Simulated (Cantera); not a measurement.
Input (Python, Cantera) and output of one run.

```python
import numpy as np
import cantera as ct

gas_names = [...]  # 113 gases of nasa_gas.yaml made of C, F, H, Si
cond_names = """
    C(gr) C6H6(L) C7H8(L) C8H18(L),n-octa Si(cr) Si(L) SiC(b)
""".split()


# ... load() reads the species with a 1 bar reference pressure and builds the phases ...
atoms = {
    'CH3F': {'C': 1, 'H': 3, 'F': 1},
    'Si': {'Si': 1},
    'H2': {'H': 2},
}
top_T = {'C(gr)': 4500, 'SiC(b)': 3050}  # K; cautious upper limits of use, not melting points


# ... equilibrate(T, P, feed) seeds the gas with the atoms and calls Mixture.equilibrate('TP', solver="vcs", rtol=1e-11, max_steps=5000) ...
results = []
T = 3023.15  # K
P = 2.3  # Pa
for m in [0.012, 0.017, 0.026, 0.04, 0.06, 0.09, 0.14, 0.21, 0.31, 0.47]:
    feed = {'CH3F': 1, 'Si': m, 'H2': 0.25}  # mol
    mix = equilibrate(T, P, feed)
    results.append((T, P, feed, dict(zip(mix.species_names, mix.species_moles))))

top = {s: max(r[3][s] / sum(r[3][g] for g in gas_names) for r in results) for s in gas_names}
cols = sorted((s for s in top if top[s] > 0.001), key=lambda s: -top[s])[:8]
seen = [c for c in cond_names if any(r[3].get(c, 0) > 1e-12 for r in results)]
print("log10 of partial pressures in bar; condensed amounts in mol")
print(f"{'n(Si)':>10s}" + "".join(f"{s[:9]:>10s}" for s in cols + seen))
for T, P, feed, n in results:
    ng = sum(n[g] for g in gas_names)
    print(f"{feed['Si']:10.4g}" + "".join(f"{np.log10(max(n[s] / ng * P / 1e5, 1e-99)):10.3f}" for s in cols)
          + "".join(f"{n.get(c, 0):10.4g}" for c in seen))
```

It prints:

```
log10 of partial pressures in bar; condensed amounts in mol
     n(Si)         H         F         C        Si        HF        C2        C3       SiF
     0.012    -4.833    -5.403    -5.428    -7.298    -6.504    -6.847    -7.084    -9.028
     0.017    -4.833    -5.404    -5.429    -7.147    -6.505    -6.848    -7.085    -8.877
     0.026    -4.834    -5.405    -5.429    -6.963    -6.506    -6.849    -7.087    -8.694
      0.04    -4.835    -5.406    -5.430    -6.777    -6.509    -6.851    -7.090    -8.510
      0.06    -4.837    -5.407    -5.432    -6.603    -6.512    -6.854    -7.094    -8.337
      0.09    -4.839    -5.410    -5.434    -6.429    -6.517    -6.858    -7.100    -8.166
      0.14    -4.843    -5.414    -5.437    -6.241    -6.525    -6.865    -7.111    -7.982
      0.21    -4.848    -5.420    -5.442    -6.070    -6.536    -6.874    -7.125    -7.817
      0.31    -4.856    -5.428    -5.449    -5.909    -6.552    -6.888    -7.145    -7.663
      0.47    -4.868    -5.440    -5.459    -5.740    -6.576    -6.909    -7.177    -7.507
```

Method: chemical equilibrium by Gibbs-energy minimisation in Cantera with the NASA 1993 tables (ideal gas, pure condensed phases). The tables' values for SiF, SiF2 are old estimates; treat these amounts as uncertain.
